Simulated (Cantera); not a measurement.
A closed system holds: 1 mol AlBr3, 29 mol N2, 8.4 mol H2, held at 10.0 Torr.

Cantera equilibrium calculation (NASA polynomials, part measured and part estimated; ideal gas, pure solids and liquids). Candidate condensed phases: Al, AlBr3, AlN, Br2; 19 gas species. Equilibrium is a limit: real reactors are often held back by kinetics, nucleation or transport.

What share of the Al ends up in condensed phases as a function of T (K), at 1075, 1225, 1375, 1525, 1675, 1825, 1975?


| T (K) | Al condensed (%) | as |
|---|---|---|
| 1075 | 63.1 | AlN(s) |
| 1225 | 59.5 | AlN(s) |
| 1375 | 56.6 | AlN(s) |
| 1525 | 46.1 | AlN(s) |
| 1675 | 0.0 | - |
| 1825 | 0.0 | - |
| 1975 | 0.0 | - |
